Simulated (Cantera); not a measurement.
Catalytic combustion on Pt

An isothermal plug-flow reactor at 850 K and 0.660 bar (inlet), inlet velocity 4.4 m/s, active area per volume 3400 1/m; feed 0.261 % H₂, 5.94 % O₂, 93.8 % N₂.

Model: Deutschmann's 1995 Pt surface mechanism with GRI-Mech 3.0 gas chemistry, integrated in Cantera. Catalytic surfaces can have several steady states; this one follows from the mechanism file's or the stated starting coverage. Mass transfer to the wall is taken as infinitely fast.

```
z (m)        x H₂    x O₂    x H₂O  θ free Pt   θ O*
-------  --------  ------  -------  ---------  -----
0.00052  0.000569  0.0584  0.00205     0.0976  0.901
0.001    0.000165  0.0582  0.00245     0.0927  0.906
0.0019    1.76e-5  0.0581  0.00260     0.0910  0.908
0.0038    1.61e-7  0.0581  0.00262     0.0908  0.908
0.0073   2.84e-11  0.0581  0.00262     0.0908  0.908
0.014      <1e-12  0.0581  0.00262     0.0908  0.908
0.027      <1e-12  0.0581  0.00262     0.0908  0.908
0.052      <1e-12  0.0581  0.00262     0.0908  0.908
```
x: gas mole fraction; θ: surface coverage.
